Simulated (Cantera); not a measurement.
A Cantera script and its output.

```python
import numpy as np
import cantera as ct

gas = ct.Solution("gri30.yaml")
gas.TPX = 1298, 101325, {'C3H8': 1, 'O2': 6.25, 'N2': 48.1, 'CO2': 2.5, 'H2': 0.065}
reactor = ct.IdealGasConstPressureReactor(gas, energy="on", clone=False)
net = ct.ReactorNet([reactor])
net.rtol, net.atol = 1e-08, 1e-16
show = ['C3H8', 'O2', 'CO2', 'CO', 'C2H4', 'HCN', 'CH2CO']
times = np.geomspace(7e-06, 1, 16)

steps = ct.SolutionArray(gas, extra=["t"])
rows = []
print(f"{'t/s':>10s}{'T/K':>9s}{'P/Pa':>11s}" + "".join(f"{s:>11s}" for s in show))
for t in times:
    while net.time < t:
        t_next = net.step()
        steps.append(gas.state, t=t_next)
    rows.append([np.interp(t, steps.t, y) for y in (steps.T, steps.P, *steps(*show).X.T)])
    print(f"{t:10.3e}{rows[-1][0]:9.1f}{rows[-1][1]:11.4g}" + "".join(f"{x:11.3e}" for x in rows[-1][2:]))
rate = np.gradient(steps.T, steps.t)
print("integrator steps:", len(steps.t))
if steps.T.max() > steps.T[0] + 200:
    print(f"time of steepest temperature rise: {steps.t[rate.argmax()]:.4e} s")
gas.TPX = 1298, 101325, {'C3H8': 1, 'O2': 6.25, 'N2': 48.1, 'CO2': 2.5, 'H2': 0.065}
gas.equilibrate("HP")
print(f"equilibrium (HP): T = {gas.T:.1f} K  " + "  ".join(f"{s} {gas[s].X[0]:.3e}" for s in show))
```

Output:

```
       t/s      T/K       P/Pa       C3H8         O2        CO2         CO       C2H4        HCN      CH2CO
 7.000e-06   1297.9  1.013e+05  1.726e-02  1.079e-01  4.317e-02  4.525e-09  7.162e-06  2.333e-18  5.299e-11
 1.544e-05   1297.8  1.013e+05  1.724e-02  1.079e-01  4.317e-02  1.994e-08  2.228e-05  2.925e-17  7.501e-10
 3.407e-05   1297.6  1.013e+05  1.720e-02  1.079e-01  4.316e-02  1.156e-07  6.339e-05  3.880e-16  8.614e-09
 7.518e-05   1297.2  1.013e+05  1.706e-02  1.078e-01  4.316e-02  1.184e-06  1.976e-04  7.190e-15  1.178e-07
 1.659e-04   1296.9  1.013e+05  1.668e-02  1.077e-01  4.314e-02  9.668e-06  5.716e-04  5.431e-14  1.169e-06
 3.659e-04   1297.0  1.013e+05  1.581e-02  1.073e-01  4.310e-02  5.457e-05  1.441e-03  2.030e-13  7.976e-06
 8.073e-04   1298.8  1.013e+05  1.355e-02  1.061e-01  4.301e-02  3.402e-04  3.665e-03  8.831e-13  5.704e-05
 1.781e-03   1954.1  1.013e+05  9.657e-46  2.977e-02  7.130e-02  2.040e-02  8.527e-26  1.144e-12  3.851e-19
 3.930e-03   2135.9  1.013e+05  3.321e-52  2.315e-02  8.655e-02  6.383e-03  3.609e-29  6.811e-13  2.833e-21
 8.670e-03   2167.8  1.013e+05 -3.486e-54  2.178e-02  8.979e-02  3.363e-03  1.774e-30  4.280e-13  3.918e-22
 1.913e-02   2171.1  1.013e+05  1.521e-54  2.159e-02  9.015e-02  3.024e-03  1.112e-30  4.069e-13  2.932e-22
 4.220e-02   2170.8  1.013e+05  8.491e-55  2.149e-02  9.016e-02  3.019e-03  1.559e-30  4.359e-13  2.914e-22
 9.311e-02   2169.9  1.013e+05  8.460e-55  2.129e-02  9.016e-02  3.015e-03  1.549e-30  4.927e-13  2.891e-22
 2.054e-01   2168.4  1.013e+05  8.399e-55  2.092e-02  9.017e-02  3.009e-03  1.528e-30  5.861e-13  2.845e-22
 4.533e-01   2166.2  1.013e+05  8.288e-55  2.040e-02  9.018e-02  3.001e-03  1.497e-30  6.980e-13  2.772e-22
 1.000e+00   2164.5  1.013e+05  8.194e-55  2.000e-02  9.019e-02  2.995e-03  1.472e-30  7.720e-13  2.714e-22
integrator steps: 2132
time of steepest temperature rise: 1.5153e-03 s
equilibrium (HP): T = 2164.1 K  C3H8 1.469e-54  O2 1.990e-02  CO2 9.019e-02  CO 2.993e-03  C2H4 1.768e-30  HCN 7.888e-13  CH2CO 3.456e-22
```

Cantera simulation using GRI-Mech 3.0 (53 species, 325 reactions); the numbers are that mechanism's predictions, not measurements. GRI-Mech 3.0 was tuned for natural gas; its chemistry of propane as a main component is partial and can be far from experiment.
